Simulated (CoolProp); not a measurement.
Vapour-liquid equilibrium of CH2F2 (R32) (1) + R125 (2) at 58.2 kPa; x and y are mole fractions of (1).

Values from CoolProp's multi-fluid Helmholtz-energy mixture model, Tillner-Roth 1997 and Lemmon 2005; pair parameters Lemmon 2004.

```
x     bubble temperature (°C)  y at the bubble point  dew temperature at overall composition x (°C)  liquid density (mol/L)
----  -----------------------  ---------------------  ---------------------------------------------  ----------------------
0.05                    -59.0                  0.064                                          -59.0                   13.24
0.15                    -59.6                  0.187                                          -59.4                   13.91
0.25                    -60.1                  0.302                                          -59.9                   14.64
0.35                    -60.6                  0.408                                          -60.3                   15.45
0.45                    -61.0                  0.507                                          -60.7                   16.34
0.55                    -61.3                  0.598                                          -61.2                   17.33
0.65                    -61.6                  0.686                                          -61.5                   18.45
0.75                    -61.9                  0.770                                          -61.8                   19.72
0.85                    -62.0                  0.856                                          -62.0                   21.19
0.95                    -62.0                  0.948                                          -62.0                   22.89
```

y crosses x between x = 0.85 and 0.95: the model has an azeotrope there.

Pair parameters are fitted to limited data, so mixtures are less certain than the pure fluids.
